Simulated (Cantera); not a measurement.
**Stirred combustor or abatement burner**

A perfectly stirred reactor is fed with CH4 : C2H6 : C3H8 : O2 : N2 = 1 : 0.031 : 0.25 : 2.8 : 10.5 (molar parts), equivalence ratio 1.2, at 5.10 bar; it is adiabatic with a 398 K inlet, and is followed from long to short residence time, starting on the burning branch (τ in s: 0.027, 0.012, 0.0051, 0.0022, 0.00095, 0.00041, 0.00018, 7.7e-05, 3.3e-05, 1.4e-05).

Detailed kinetics in Cantera: GRI-Mech 3.0 (53 species, 325 reactions). GRI-Mech 3.0 was tuned for natural gas; its chemistry of propane as a main component is partial and can be far from experiment.

```tsv
τ (s)	T (K)	x CH4	x C2H6	x C3H8	x OH	x H2O2
0.027	2230	2.16e-5	1.58e-8	1.05e-7	0.000883	2.23e-8
0.012	2226	3.09e-5	3.31e-8	2.13e-7	0.00110	3.50e-8
0.0051	2218	4.35e-5	7.03e-8	4.35e-7	0.00143	5.76e-8
0.0022	2208	6.17e-5	1.44e-7	8.58e-7	0.00185	9.27e-8
0.00095	2193	9.22e-5	2.95e-7	1.68e-6	0.00235	1.44e-7
0.00041	2171	0.000149	6.12e-7	3.32e-6	0.00287	2.16e-7
0.00018	2141	0.000266	1.32e-6	6.74e-6	0.00330	3.14e-7
7.7e-5	2093	0.000580	3.41e-6	1.57e-5	0.00335	4.85e-7
3.3e-5	398	0.0686	0.00213	0.0171	<1e-12	<1e-12
1.4e-5	398	0.0686	0.00213	0.0171	<1e-12	<1e-12
```
x: mole fraction; the columns are a selection and need not sum to one.
